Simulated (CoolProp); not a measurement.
Vapour-liquid equilibrium of R114 (1) + benzene (2) at 338.8 K; x and y are mole fractions of (1).

Model: multi-fluid Helmholtz-energy mixture model, Platzer 1990 and Thol 2012; pair parameters Bell 2016, in CoolProp. This equation is an older, rougher fit; its heat capacities, sound speeds and derivatives of the liquid may be far off and weren't checked against measurements.

```csv
x,bubble pressure (MPa),y at the bubble point,dew pressure at overall composition x (MPa),liquid density (mol/L)
0.05,0.1399,0.556,0.06686,10.46
0.125,0.2285,0.738,0.07251,10.23
0.2,0.2942,0.804,…,10.000
0.275,0.3443,0.839,0.08719,…
0.35,0.3842,0.862,0.09698,9.546
0.425,0.4177,…,0.1092,9.324
0.5,0.4477,0.893,0.1250,9.103
0.575,0.4762,0.906,0.1460,8.886
0.65,0.5047,…,0.1753,…
0.725,0.5344,0.933,0.2189,8.459
0.8,0.5663,0.949,0.2891,8.250
0.875,0.6009,0.966,0.4095,8.045
0.95,0.6390,0.985,0.5693,7.843
```

Task: Some entries are withheld; supply them.

Result: 
- 0.2, dew pressure at overall composition x (MPa): 0.07918
- 0.275, liquid density (mol/L): 9.772
- 0.425, y at the bubble point: 0.879
- 0.65, y at the bubble point: 0.920
- 0.65, liquid density (mol/L): 8.671

No azeotrope shows between x = 0.05 and 0.95.

Pair parameters are fitted to limited data, so mixtures are less certain than the pure fluids. With so large a gap from Raoult's law the liquid may split in two, which this calculation doesn't test in full.
